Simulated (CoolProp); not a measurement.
Properties of propane along the isobar 101 kPa.

Computed with CoolProp (reference Helmholtz-energy equation of state, Lemmon 2009).

| T (K) | phase | Z | cp (kJ/(kg K)) | cv (kJ/(kg K)) |
|---|---|---|---|---|
| 244 | gas | 0.9690 | 1.480 | 1.263 |
| 252.1 | gas | 0.9722 | 1.507 | 1.294 |
| 260.1 | gas | 0.9749 | 1.535 | 1.325 |
| 268.2 | gas | 0.9773 | 1.565 | 1.357 |
| 276.2 | gas | 0.9794 | 1.596 | 1.390 |
| 284.2 | gas | 0.9812 | 1.628 | 1.423 |
| 292.3 | gas | 0.9828 | 1.660 | 1.457 |
| 300.3 | gas | 0.9842 | 1.694 | 1.492 |
| 308.3 | gas | 0.9855 | 1.727 | 1.527 |
| 316.4 | gas | 0.9866 | 1.762 | 1.562 |
| 324.4 | gas | 0.9877 | 1.797 | 1.598 |
| 332.4 | gas | 0.9886 | 1.832 | 1.634 |
| 340.5 | gas | 0.9894 | 1.867 | 1.670 |
| 348.5 | gas | 0.9902 | 1.903 | 1.706 |
| 356.6 | gas | 0.9909 | 1.939 | 1.743 |
